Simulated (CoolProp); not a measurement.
Saturation properties of methane.

Values from CoolProp's reference Helmholtz-energy equation of state, Setzmann 1991.

```
T (K)  p (MPa)  enthalpy of vaporisation (kJ/kg)  surface tension (mN/m)  vapour viscosity (µPa s)  liquid conductivity (mW/(m K))
-----  -------  --------------------------------  ----------------------  ------------------------  ------------------------------
109.2  0.08229                             515.3                    13.4                      4.15                             187
113.6   0.1185                             507.2                    12.5                      4.33                             181
118.1   0.1670                             498.5                    11.7                       ___                             175
122.5   0.2276                             489.3                    10.8                      4.68                             168
127     0.3055                             479.2                    9.97                      4.87                             162
131.4      ___                             468.6                    9.14                      5.05                             156
135.8   0.5125                             457.0                    8.33                      5.23                             150
140.3   0.6512                             444.3                    7.51                      5.42                             143
144.7   0.8114                             430.6                    6.72                      5.63                             137
149.2    1.003                             415.4                    5.92                      5.85                             130
153.6    1.220                             399.1                    5.17                      6.08                             124
158.1    1.474                             380.7                    4.41                      6.35                             118
162.5      ___                             360.6                    3.69                      6.65                             111
167      2.086                             337.5                    2.98                       ___                             ___
171.4    2.448                             311.7                    2.31                      7.44                            98.5
```

Task: Complete the blanks.

Result: 
- 118.1, vapour viscosity (µPa s): 4.51
- 131.4, p (MPa): 0.3992
- 162.5, p (MPa): 1.758
- 167, vapour viscosity (µPa s): 7.02
- 167, liquid conductivity (mW/(m K)): 105

It boils at 111.7 K under 1 atm.

Viscosity comes from a separate model (Quiñones-Cisneros 2006). Thermal conductivity comes from a separate model (Friend 1989). Surface tension comes from a separate correlation (Mulero 2012).
